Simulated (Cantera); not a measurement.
Nitride etching: Si3N4 + H2

Input: 1 mol Si3N4, 21 mol H2, held at 1298.15 K and 61.0 Pa.

Cantera equilibrium calculation (NASA polynomials, part measured and part estimated; ideal gas, pure solids and liquids). Candidate condensed phases: Si, Si3N4; 18 gas species. Mutual solubility and eutectic melting of coexisting phases are not modelled. Kinetics and transport are ignored.

```
Property          Value
-----------  ----------
x(H2)             0.999
x(N2)          0.000777
x(H)            4.35e-5
n(Si(s))     0.0245 mol
n(Si3N4(s))   0.992 mol
gas amount    21.02 mol
```
